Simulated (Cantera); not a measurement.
A closed system holds: 1 mol Si, 2.3 mol HBr, 1 mol H₂, equilibrated at 850 K and 1000 Pa.

Method: chemical equilibrium by Gibbs-energy minimisation in Cantera with the NASA 1993 tables (ideal gas, pure condensed phases). Candidate condensed phases: Br₂, Si; 19 gas species. The tables' values for SiBr₃ are old estimates; treat these amounts as uncertain. Equilibrium is a limit: real reactors are often held back by kinetics, nucleation or transport.

Base state: H₂ 0.773, SiBr₄ 0.200, HBr 0.0191, SiHBr₃ 0.00750, SiBr₂ 0.000321, SiBr₃ 0.000259, SiH₂Br₂ 0.000132 (mole fractions); condensed: Si(s).

What changes in the equilibrium state with this change: temperature from 850 K to 923.15 K?


```
species       before     after
----------  --------  --------
H₂             0.773     0.759
SiBr₄          0.200     0.192
HBr           0.0191    0.0386
SiBr₂       0.000321   0.00171
SiBr₃       0.000259  0.000840
SiH₂Br₂     0.000132  0.000144
SiHBr₃       0.00750   0.00767
Si(s), mol     0.432     0.443
```

What changes in the equilibrium state with this change: HBr from 2.3 to 6.1 mol?


```tsv
species	before	after
H₂	0.773	0.492
HBr	0.0191	0.344
SiBr₄	0.200	0.164
SiH₂Br₂	0.000132	1.34e-7
SiBr₂	0.000321	5.12e-7
SiHBr₃	0.00750	0.000216
Si(s), mol	0.432	0
```
